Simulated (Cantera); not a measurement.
A perfectly stirred reactor is fed with 1.69 % CO, 0.807 % O2, 3.66 % H2O, 93.8 % N2, equivalence ratio 1.0, at 8.98 atm; it is held at 1498 K, and followed from long to short residence time.

Cantera simulation using GRI-Mech 3.0 (53 species, 325 reactions); the numbers are that mechanism's predictions, not measurements.

x: mole fraction; the columns are a selection and need not sum to one.

```tsv
τ (s)	x CO	x O2	x H2O	x H	x NO2	x OH	x O
0.61	0.000491	4.98e-5	0.0365	6.59e-6	4.70e-10	1.83e-5	3.14e-7
0.22	0.000559	9.20e-5	0.0365	1.03e-5	6.55e-10	2.72e-5	7.15e-7
0.078	0.000684	0.000168	0.0364	1.65e-5	8.29e-10	4.01e-5	1.60e-6
0.028	…	…	0.0364	…	9.72e-10	…	…
0.010	0.00129	0.000518	0.0363	4.27e-5	1.10e-9	8.28e-5	7.46e-6
0.0036	…	…	0.0362	…	…	…	…
0.0013	0.00313	0.00149	0.0360	0.000106	1.35e-9	0.000160	3.14e-5
0.00046	0.00510	0.00249	0.0359	0.000155	1.41e-9	0.000212	6.02e-5
0.00016	0.00816	0.00400	0.0358	0.000202	1.21e-9	0.000263	0.000103
```

**Question.** What belongs in the gaps?

**Answer.** 
- 0.028, x CO: 0.000905
- 0.028, x O2: 0.000298
- 0.028, x H: 2.64e-5
- 0.028, x OH: 5.79e-5
- 0.028, x O: 3.48e-6
- 0.0036, x CO: 0.00197
- 0.0036, x O2: 0.000884
- 0.0036, x H: 6.83e-5
- 0.0036, x NO2: 1.23e-9
- 0.0036, x OH: 0.000116
- 0.0036, x O: 1.56e-5
